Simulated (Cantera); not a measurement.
A closed system holds: 1 mol SiH2Cl2, 0.013 mol C2H4, 1300 mol H2, at 11000 Pa.

These are equilibrium values from Cantera (NASA tables, ideal gas, pure condensed phases), not measurements of a reactor. Candidate condensed phases: C, C6H6, C7H8, C8H18, Si, SiC; 109 gas species. Gases not in the tables: Si2H6 and higher silanes. Equilibrium is a limit: real reactors are often held back by kinetics, nucleation or transport. All values below are at 2050 K.

Base state: H2 0.991, H 0.00681, HCl 0.00151, Si 0.000517, SiH 0.000103, SiH2 0.000102, Si2C 1.08e-5 (mole fractions); condensed: gas only.

Task: What changes in the equilibrium state with this change: H2 from 1300 to 10 mol?

Result: 
```json
[
 {"species": "H2", "before": "0.991", "after": "0.857"},
 {"species": "HCl", "before": "0.00151", "after": "0.105"},
 {"species": "SiCl2", "before": "3.82e-6", "after": "0.0292"},
 {"species": "SiCl3", "before": "<1e-9", "after": "0.000213"},
 {"species": "SiCl", "before": "6.10e-6", "after": "0.000623"},
 {"species": "Cl", "before": "7.67e-6", "after": "0.000576"},
 {"species": "Si(l), mol", "before": "0", "after": "0.599"},
 {"species": "SiC(s), mol", "before": "0", "after": "0.0256"}
]
```
Mutual solubility and eutectic melting of coexisting phases are not modelled. The tables' values for SiCl, SiCl3 are old estimates; treat these amounts as uncertain.

Task: What changes in the equilibrium state with this change: H2 from 1300 to 15 mol?

Result: 
```csv
species,before,after
H2,0.991,0.893
HCl,0.00151,0.0818
SiCl2,3.82e-6,0.0170
SiCl3,<1e-9,9.43e-5
SiCl,6.10e-6,0.000474
Cl,7.67e-6,0.000438
"Si(l), mol",0,0.657
"SiC(s), mol",0,0.0254
```
Mutual solubility and eutectic melting of coexisting phases are not modelled. The tables' values for SiCl, SiCl3 are old estimates; treat these amounts as uncertain.
